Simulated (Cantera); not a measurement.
A perfectly stirred reactor is fed with 12.8 % CH₄, 18.3 % O₂, 68.8 % N₂, equivalence ratio 1.4, at 1.00 bar; it is adiabatic with a 400 K inlet, and is followed from long to short residence time, starting on the burning branch (τ in s: 0.3, 0.1, 0.035, 0.012, 0.004, 0.0014, 0.00046, 0.00016, 5.4e-05, 1.8e-05, 6.2e-06).

Model: GRI-Mech 3.0 (53 species, 325 reactions), integrated in Cantera.

Q: Predict: blow-out, bracketed by the residence times tried; x(CH₄) at τ = 0.300 s; x(O₂) at τ = 0.300 s; x(CH₃) at τ = 0.300 s; x(NO) at τ = 0.300 s; x(CH₄) at τ = 1.40 ms; x(O₂) at τ = 1.40 ms; x(C₂H) at τ = 1.40 ms; x(CH₃) at τ = 1.40 ms; x(NO) at τ = 1.40 ms.

A: 
```json
{
  "blow_out_bracketed_by_the_residence_times_tried": "burning at 0.460 ms, out at 0.160 ms",
  "x(CH₄) at τ = 0.300 s": "7.54e-5",
  "x(O₂) at τ = 0.300 s": "4.50e-5",
  "x(CH₃) at τ = 0.300 s": "2.10e-5",
  "x(NO) at τ = 0.300 s": "0.000128",
  "x(CH₄) at τ = 1.40 ms": "0.00108",
  "x(O₂) at τ = 1.40 ms": "0.00272",
  "x(C₂H) at τ = 1.40 ms": "3.29e-7",
  "x(CH₃) at τ = 1.40 ms": "0.000632",
  "x(NO) at τ = 1.40 ms": "0.000142"
}
```
